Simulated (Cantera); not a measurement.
## Stirred combustor or abatement burner

A perfectly stirred reactor is fed with CO : H₂ : O₂ : N₂ = 1 : 0.23 : 0.615 : 2.31 (molar parts), at 9.40 bar; it is adiabatic with a 323 K inlet, and is followed from long to short residence time, starting on the burning branch (τ in s: 0.24, 0.087, 0.032, 0.012, 0.0044, 0.0016, 0.00059, 0.00022, 8e-05, 2.9e-05).

Computed with Cantera and GRI-Mech 3.0 (53 species, 325 reactions). The hydrogen kinetics of GRI-Mech 3.0 are dated; newer H2 mechanisms differ, most at raised pressure.

```json
[
 {"τ (s)": "0.24", "T (K)": "2469", "x CO": "0.0257", "x H₂": "0.00102", "x O₂": "0.0104", "x HO₂": "1.90e-6", "x H₂O₂": "1.27e-7"},
 {"τ (s)": "0.087", "T (K)": "2468", "x CO": "0.0258", "x H₂": "0.00103", "x O₂": "0.0105", "x HO₂": "1.93e-6", "x H₂O₂": "1.28e-7"},
 {"τ (s)": "0.032", "T (K)": "2466", "x CO": "0.0262", "x H₂": "0.00105", "x O₂": "0.0108", "x HO₂": "2.01e-6", "x H₂O₂": "1.31e-7"},
 {"τ (s)": "0.012", "T (K)": "2459", "x CO": "0.0273", "x H₂": "0.00109", "x O₂": "0.0116", "x HO₂": "2.18e-6", "x H₂O₂": "1.38e-7"},
 {"τ (s)": "0.0044", "T (K)": "2443", "x CO": "0.0297", "x H₂": "0.00120", "x O₂": "0.0133", "x HO₂": "2.60e-6", "x H₂O₂": "1.54e-7"},
 {"τ (s)": "0.0016", "T (K)": "2406", "x CO": "0.0348", "x H₂": "0.00142", "x O₂": "0.0162", "x HO₂": "3.58e-6", "x H₂O₂": "1.86e-7"},
 {"τ (s)": "0.00059", "T (K)": "2343", "x CO": "0.0431", "x H₂": "0.00181", "x O₂": "0.0206", "x HO₂": "5.87e-6", "x H₂O₂": "2.49e-7"},
 {"τ (s)": "0.00022", "T (K)": "2252", "x CO": "0.0544", "x H₂": "0.00237", "x O₂": "0.0261", "x HO₂": "1.12e-5", "x H₂O₂": "3.66e-7"},
 {"τ (s)": "8.0e-5", "T (K)": "2128", "x CO": "0.0689", "x H₂": "0.00310", "x O₂": "0.0332", "x HO₂": "2.34e-5", "x H₂O₂": "5.84e-7"},
 {"τ (s)": "2.9e-5", "T (K)": "1962", "x CO": "0.0881", "x H₂": "0.00390", "x O₂": "0.0428", "x HO₂": "5.06e-5", "x H₂O₂": "1.04e-6"}
]
```
x: mole fraction; the columns are a selection and need not sum to one.
